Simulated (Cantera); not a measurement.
Cantera run, input and output.

```python
import numpy as np
import cantera as ct

gas = ct.Solution("gri30.yaml")
gas.TP = 300, 101325
flame = ct.CounterflowDiffusionFlame(gas, width=0.02)
flame.fuel_inlet.X, flame.fuel_inlet.T = {'CH4': 1, 'C2H6': 1.5, 'C3H8': 0.086, 'N2': 0.44}, 573
flame.oxidizer_inlet.X, flame.oxidizer_inlet.T = {'O2': 0.2, 'N2': 0.8}, 750
flame.set_refine_criteria(ratio=3, slope=0.12, curve=0.24, prune=0.03)
show = ['OH', 'H', 'NO', 'CO', 'C2H2']

rows = []
print(f"{'mdot':>8s}{'a_max':>10s}{'a_mean':>10s}{'Tmax/K':>9s}" + "".join(f"{s:>11s}" for s in show) + "   (peak mole fractions)")
for i, mdot in enumerate([0.25, 0.35, 0.49, 0.68, 0.95, 1.3, 1.8, 2.5, 3.5, 4.9]):  # kg/m2/s on the oxidiser side
    flame.oxidizer_inlet.mdot, flame.fuel_inlet.mdot = mdot, 1.2 * mdot
    flame.solve(loglevel=0, auto=(i == 0))
    if flame.T.max() < max(573, 750) + 100:
        print(f"{mdot:8.3g}  no burning solution found from the previous one")
        break
    dT = np.abs(np.gradient(flame.T, flame.grid))
    rows.append([flame.strain_rate("max"), flame.strain_rate("mean"), flame.T.max(),
                 *(flame.X[gas.species_index(s)].max() for s in show), max(dT[0], dT[-1]) / dT.max()])
    print(f"{mdot:8.3g}{rows[-1][0]:10.1f}{rows[-1][1]:10.1f}{rows[-1][2]:9.1f}" + "".join(f"{x:11.3e}" for x in rows[-1][3:-1]))
```

It prints:

```
    mdot     a_max    a_mean   Tmax/K         OH          H         NO         CO       C2H2   (peak mole fractions)
    0.25     257.7      54.3   2168.1  9.159e-03  5.119e-03  3.395e-04  6.406e-02  3.591e-02
    0.35     353.6      76.1   2148.0  9.144e-03  5.440e-03  3.141e-04  6.339e-02  3.432e-02
    0.49     485.4     106.5   2129.3  9.105e-03  5.767e-03  2.884e-04  6.296e-02  3.276e-02
    0.68     660.0     147.8   2111.4  9.040e-03  6.090e-03  2.619e-04  6.273e-02  3.123e-02
    0.95     901.1     206.4   2092.2  8.913e-03  6.387e-03  2.321e-04  6.263e-02  2.958e-02
     1.3    1206.6     282.5   2071.6  8.708e-03  6.613e-03  2.011e-04  6.259e-02  2.776e-02
     1.8    1630.0     391.1   2047.9  8.405e-03  6.772e-03  1.668e-04  6.281e-02  2.562e-02
     2.5    2203.5     543.2   2020.0  7.973e-03  6.821e-03  1.307e-04  6.342e-02  2.314e-02
     3.5    2996.6     760.5   1986.8  7.389e-03  6.698e-03  9.419e-05  6.446e-02  2.011e-02
     4.9    4065.2    1064.7   1942.9  6.560e-03  6.273e-03  5.858e-05  6.586e-02  1.630e-02
```

Computed with Cantera and GRI-Mech 3.0 (53 species, 325 reactions). GRI-Mech 3.0 has no aromatics or soot, which form on the fuel side of real flames. The maximum strain rate includes the flame's own expansion and is several times the mean.
